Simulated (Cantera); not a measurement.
A perfectly stirred reactor is fed with CH₄ : H₂ : H = 0.018 : 1 : 0.16 (molar parts), at 9800 Pa; it is held at 1225 K, and followed from long to short residence time.

Computed with Cantera and GRI-Mech 3.0 (53 species, 325 reactions). GRI-Mech 3.0 stops at C3 and has no aromatics, soot or wall deposition, so with more carbon than oxygen in the feed, carbon stays in small species such as C2H2 where larger ones or solid carbon would form.

One state of this run: x CH₄ = 0.0134; x H₂ = 0.970; x H = 0.0140; x C₂H₄ = 5.93e-5; x C₂H₆ = 0.000138; x C₂H = 1.23e-9. x: mole fraction; the columns are a selection and need not sum to one.

Task: Which value of τ (s) does it belong to?
(A) 0.00014
(B) 0.16
(C) 0.00082
(D) 5.6

Result: C, 0.00082
